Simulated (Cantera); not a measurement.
Charge: 1 mol SiCl₄, 0.86 mol HCl, 0.58 mol H₂, at 1275 K and 67000 Pa.

Cantera equilibrium calculation (NASA polynomials, part measured and part estimated; ideal gas, pure solids and liquids). Candidate condensed phases: Si; 19 gas species. The tables' values for SiCl₃ are old estimates; treat these amounts as uncertain. The numbers say what is thermodynamically allowed, not how fast it happens.

Base state: SiCl₄ 0.391, HCl 0.369, H₂ 0.223, SiHCl₃ 0.00954, SiCl₃ 0.00679, SiCl₂ 0.000767, SiH₂Cl₂ 3.23e-5 (mole fractions); condensed: gas only.

What changes in the equilibrium state with this change: temperature from 1275 K to 1350 K?


```csv
species,before,after
HCl,0.369,0.382
SiCl₄,0.391,0.375
H₂,0.223,0.212
SiCl₃,0.00679,0.0152
SiHCl₃,0.00954,0.0120
SiCl₂,0.000767,0.00306
SiH₂Cl₂,3.23e-5,5.55e-5
```

What changes in the equilibrium state with this change: temperature from 1275 K to 1023.15 K?


| species | before | after |
|---|---|---|
| SiCl₄ | 0.391 | 0.407 |
| HCl | 0.369 | 0.355 |
| H₂ | 0.223 | 0.235 |
| SiCl₂ | 0.000767 | 9.32e-7 |
| SiCl₃ | 0.00679 | 0.000134 |
| SiH₂Cl₂ | 3.23e-5 | 1.42e-6 |
